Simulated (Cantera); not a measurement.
Feed: 1 mol Cr, 35 mol N₂, 48 mol H₂, equilibrated at 22.0 mbar.

These are equilibrium values from Cantera (NASA tables, ideal gas, pure condensed phases), not measurements of a reactor. Candidate condensed phases: Cr, CrN, Cr₂N; 11 gas species. Equilibrium is a limit: real reactors are often held back by kinetics, nucleation or transport.

Question: What share of the Cr ends up in condensed phases as a function of T (K), at 1275, 1350, 1425, 1500, 1575, 1650, 1725?

Answer: 
| T (K) | Cr condensed (%) | as |
|---|---|---|
| 1275 | 100.0 | Cr₂N(s) |
| 1350 | 100.0 | Cr₂N(s) |
| 1425 | 100.0 | Cr(s) |
| 1500 | 99.8 | Cr(s) |
| 1575 | 99.1 | Cr(s) |
| 1650 | 96.5 | Cr(s) |
| 1725 | 88.4 | Cr(s) |
